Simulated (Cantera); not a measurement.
Feed: 1 mol B, 3.8 mol H₂O, 0.71 mol N₂, held at 15000 Pa.

These are equilibrium values from Cantera (NASA tables, ideal gas, pure condensed phases), not measurements of a reactor. Candidate condensed phases: B, BN, B₂O₃, B₃O₃H₃, H₂O; 39 gas species. Gases not in the tables: H₃BO₃. Rates play no part.

Problem. Which condensed phases are stable at each of these points (T (K)): 1098, 1198, 1298, 1398, 1498, 1598, 1698, 1798, 1898, 1998?

Solution. 
| T (K) | condensed phases | B condensed (%) |
|---|---|---|
| 1098 | B₂O₃(l) | 96.5 |
| 1198 | B₂O₃(l) | 97.1 |
| 1298 | B₂O₃(l) | 95.9 |
| 1398 | B₂O₃(l) | 91.3 |
| 1498 | B₂O₃(l) | 79.5 |
| 1598 | B₂O₃(l) | 54.3 |
| 1698 | B₂O₃(l) | 6.1 |
| 1798 | gas only | 0.0 |
| 1898 | gas only | 0.0 |
| 1998 | gas only | 0.0 |

From 1098 K to 1698 K the condensed part is B₂O₃(l). From 1798 K to 1998 K nothing is condensed.
